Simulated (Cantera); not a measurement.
A Cantera script and its output.

```python
import numpy as np
import cantera as ct

gas = ct.Solution("h2o2.yaml")
gas.TPX = 648, 930000, {'H2': 1, 'O2': 0.312, 'N2': 0.781, 'H2O': 0.36}
flame = ct.FreeFlame(gas, width=0.0084)
flame.set_refine_criteria(ratio=3, slope=0.08, curve=0.16)
flame.transport_model = "mixture-averaged"
flame.solve(loglevel=0, auto=True)
z, T = flame.grid, flame.T
thick = (T[-1] - T[0]) / np.gradient(T, z).max()
show = ['H2', 'O2', 'H2O', 'H', 'H2O2', 'OH']
print(f"laminar burning velocity  {flame.velocity[0] * 100:.3f} cm/s")
print(f"burnt temperature         {T[-1]:.1f} K")
print(f"thermal thickness         {thick * 1e3:.4f} mm")
print(f"grid points               {len(z)}")
z0 = z[flame.heat_release_rate.argmax()]
print(f"{'z/mm':>9s}{'T/K':>9s}{'u/(m/s)':>9s}" + "".join(f"{s:>11s}" for s in show))
rows = []
for k in (-3, -2, -1.5, -1, -0.5, -0.25, 0, 0.25, 0.5, 1, 2, 4, 8):
    zz = z0 + k * thick
    rows.append([k * thick, np.interp(zz, z, T), np.interp(zz, z, flame.velocity),
                 *(np.interp(zz, z, flame.X[gas.species_index(s)]) for s in show)])
    print(f"{rows[-1][0] * 1e3:9.3f}{rows[-1][1]:9.1f}{rows[-1][2]:9.3f}" + "".join(f"{x:11.3e}" for x in rows[-1][3:]))
```

It prints:

```
laminar burning velocity  846.932 cm/s
burnt temperature         2434.8 K
thermal thickness         0.0237 mm
grid points               109
     z/mm      T/K  u/(m/s)         H2         O2        H2O          H       H2O2         OH
   -0.071    648.0    8.469  4.076e-01  1.272e-01  1.468e-01  1.509e-13  1.661e-10  2.988e-13
   -0.047    648.1    8.468  4.075e-01  1.272e-01  1.468e-01  4.053e-12  2.007e-09  7.951e-12
   -0.035    648.5    8.467  4.069e-01  1.273e-01  1.470e-01  1.003e-10  2.792e-08  1.909e-10
   -0.024    652.1    8.481  4.043e-01  1.279e-01  1.478e-01  4.253e-09  4.897e-07  5.627e-09
   -0.012    738.2    9.327  3.822e-01  1.296e-01  1.577e-01  4.933e-05  4.726e-05  3.963e-05
   -0.006   1048.2   12.766  3.390e-01  1.194e-01  1.957e-01  2.193e-03  1.971e-04  9.573e-04
    0.000   1476.5   17.531  2.753e-01  8.770e-02  2.712e-01  1.257e-02  6.737e-05  2.650e-03
    0.006   1780.0   20.919  2.182e-01  4.917e-02  3.466e-01  2.537e-02  9.412e-06  5.566e-03
    0.012   1951.0   22.817  1.852e-01  2.423e-02  3.933e-01  3.174e-02  5.735e-06  8.237e-03
    0.024   2111.2   24.536  1.649e-01  6.486e-03  4.279e-01  3.101e-02  2.685e-06  1.019e-02
    0.047   2234.4   25.778  1.628e-01  1.533e-03  4.424e-01  2.269e-02  1.265e-06  9.059e-03
    0.095   2323.0   26.631  1.651e-01  5.560e-04  4.503e-01  1.432e-02  6.727e-07  6.479e-03
    0.189   2380.7   27.170  1.669e-01  1.999e-04  4.556e-01  8.426e-03  3.074e-07  4.116e-03
```

Cantera simulation using the H2/O2 subset of GRI-Mech 3.0, which has no nitrogen chemistry; the numbers are that mechanism's predictions, not measurements. The hydrogen kinetics of GRI-Mech 3.0 are dated; newer H2 mechanisms differ, most at raised pressure. Burning velocities carry a grid error of a few per cent, more on coarse grids.
